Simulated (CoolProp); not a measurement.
Properties of hydrogen sulfide along the isotherm 437.25 °C (Tc = 100.0 °C, pc = 8.999 MPa, ω = 0.101).

Values from CoolProp's reference Helmholtz-energy equation of state, Lemmon 2006. It is a short technical equation, of lower accuracy than the large ones.

```csv
p (MPa),phase,density (kg/m³),cv (kJ/(kg K)),isothermal compressibility (1/MPa),expansivity (1/kK)
0.0427,gas,0.2464,0.9601,23.42,1.409
0.0877,gas,0.5062,0.9601,11.41,1.410
0.18,gas,1.039,0.9603,5.559,1.412
0.37,gas,2.137,0.9606,2.706,1.417
0.759,gas,4.389,0.9613,1.320,1.426
1.56,gas,9.042,0.9627,0.6439,1.446
3.2,gas,18.63,0.9655,0.3152,1.487
6.57,gas,38.58,0.9715,0.1546,1.569
13.5,supercritical,80.38,0.9837,0.07572,1.731
```
